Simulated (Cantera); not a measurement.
# Thermodynamics of halide evaporation, hydrolysis and transport, feed MgF2 + O2 + N2

A closed system holds: 1 mol MgF2, 0.67 mol O2, 320 mol N2, equilibrated at 0.280 bar.

Equilibrium computed with Cantera from the NASA thermochemical tables; the gas is ideal and each condensed phase is pure. Candidate condensed phases: Mg, MgF2, MgO; 24 gas species. Equilibrium is a limit: real reactors are often held back by kinetics, nucleation or transport.

```csv
T (K),x N2,x MgF2,x O2,x NO,x O,x F,n MgF2(s),n MgF2(l),n MgO(s)
1223,0.998,2.20e-7,0.00208,2.60e-5,3.48e-9,1.08e-10,1.000,0,0
1323,0.998,3.61e-6,0.00206,5.12e-5,2.28e-8,1.36e-9,0.999,0,0
1423,0.998,3.93e-5,0.00204,9.13e-5,1.15e-7,1.19e-8,0.987,0,0
1523,0.998,0.000309,0.00201,0.000151,4.68e-7,7.79e-8,0.901,0,0
1623,0.996,0.00145,0.00197,0.000232,1.60e-6,3.56e-7,0,0.534,0
1723,0.995,0.00311,0.00191,0.000339,4.70e-6,1.01e-6,0,0,0.000122
1823,0.995,0.00311,0.00184,0.000472,1.22e-5,1.83e-6,0,0,0
1923,0.994,0.00310,0.00175,0.000631,2.86e-5,4.13e-6,0,0,0
2023,0.994,0.00310,0.00165,0.000811,6.11e-5,1.01e-5,0,0,0
```
x: gas mole fraction; n: condensed amount in mol.

From 1223 K to 1523 K the condensed part is MgF2(s). At 1623 K the condensed part is MgF2(l). At 1723 K the condensed part is MgO(s). From 1823 K to 2023 K nothing is condensed. The main Mg-bearing gas is MgF2 throughout.
